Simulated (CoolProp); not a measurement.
Computed with CoolProp (reference Helmholtz-energy equation of state, Lemmon 2005). It is a short technical equation, of lower accuracy than the large ones.

**Question.** Give the vapour pressure (MPa), vapour density (kg/m³), enthalpy of vaporisation (kJ/kg), liquid cp (kJ/(kg K)) of saturated cis-2-butene at 60.85, 115.65 °C.

**Answer.** 
```json
[
 {"T (°C)": "60.85", "p (MPa)": "0.592", "vapour density (kg/m³)": "13.8", "enthalpy of vaporisation (kJ/kg)": "350", "liquid cp (kJ/(kg K))": "2.44"},
 {"T (°C)": "115.65", "p (MPa)": "1.92", "vapour density (kg/m³)": "47.8", "enthalpy of vaporisation (kJ/kg)": "259", "liquid cp (kJ/(kg K))": "3.01"}
]
```
